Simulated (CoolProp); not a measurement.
Properties of dry air along the isotherm -122.25 °C (Tc = -140.6 °C, pc = 3786 kPa, ω = 0.034).

Model: reference Helmholtz-energy equation of state, Lemmon 2000, in CoolProp. It is a pseudo-pure fit of the blend.

```csv
p (kPa),phase,cv (kJ/(kg K)),Joule-Thomson coefficient (K/MPa),expansivity (1/kK)
120,gas,0.7179,?,6.777
272,gas,0.7214,?,6.975
620,gas,0.7296,?,7.466
1410,gas,0.7495,7.934,8.824
3210,gas,0.8043,7.593,14.15
7310,supercritical,0.9279,3.239,37.44
16600,supercritical,0.8712,?,9.160
37900,supercritical,0.8963,-0.2741,4.432
```

Question: Some entries are withheld; supply them.

Answer: 
- 120, Joule-Thomson coefficient (K/MPa): 7.990
- 272, Joule-Thomson coefficient (K/MPa): 7.986
- 620, Joule-Thomson coefficient (K/MPa): 7.976
- 16600, Joule-Thomson coefficient (K/MPa): 0.3108
